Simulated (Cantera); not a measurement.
A closed system holds: 1 mol SiH2Cl2, 4 mol HCl, 44 mol H2, held at 0.133 bar.

Method: chemical equilibrium by Gibbs-energy minimisation in Cantera with the NASA 1993 tables (ideal gas, pure condensed phases). Candidate condensed phases: Si; 19 gas species. The tables' values for SiCl, SiCl3 are old estimates; treat these amounts as uncertain. Gases not in the tables: Si2H6 and higher silanes. Kinetics and transport are ignored. All values below are at 2398 K.

Base state: H2 0.843, HCl 0.0946, H 0.0396, SiCl2 0.00837, Si 0.00790, Cl 0.00317, SiCl 0.00178, SiH 0.000823 (mole fractions); condensed: gas only.

Problem. What changes in the equilibrium state with this change: pressure from 0.133 bar to 0.00160 bar?

Solution. 
| species | before | after |
|---|---|---|
| H2 | 0.843 | 0.585 |
| H | 0.0396 | 0.301 |
| HCl | 0.0946 | 0.0715 |
| Cl | 0.00317 | 0.0263 |
| Si | 0.00790 | 0.0157 |
| SiCl3 | 2.27e-5 | 4.45e-8 |
| SiH2 | 0.000289 | 4.79e-6 |
| SiCl2 | 0.00837 | 0.000165 |
The tables' values for SiCl are old estimates; treat these amounts as uncertain.
